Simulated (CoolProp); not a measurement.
A simple Rankine cycle with cyclopropane: condensing at 329.15 K, boiler at 4.55 MPa, turbine inlet 388 K, turbine efficiency 0.7, pump efficiency 0.8, no recuperator. Each further row changes one setting.

Computed with CoolProp (reference Helmholtz-energy equation of state, Polt 1992). This equation is an older, rougher fit; its heat capacities, sound speeds and derivatives of the liquid may be far off and weren't checked against measurements.

| case | thermal efficiency (%) | net work (kJ/kg) | heat in (kJ/kg) | turbine exit temperature (K) | volume ratio over the turbine |
|---|---|---|---|---|---|
| as stated | 7.6 | 27.4 | 362 | 329.1 | 3.51 |
| turbine inlet 408 K | 8.2 | 35.6 | 434 | 353.1 | 3.21 |
| condensing temperature 321.15 K | 8.6 | 32.9 | 381 | 321.2 | 4.23 |
| boiler pressure 3.18 MPa | 6.0 | 25.3 | 424 | 353.3 | 2.14 |
| turbine efficiency 0.6 | 6.2 | 22.6 | 362 | 329.1 | 3.56 |

The expansion ends wet for: as stated; condensing temperature 321.15 K; turbine efficiency 0.6.
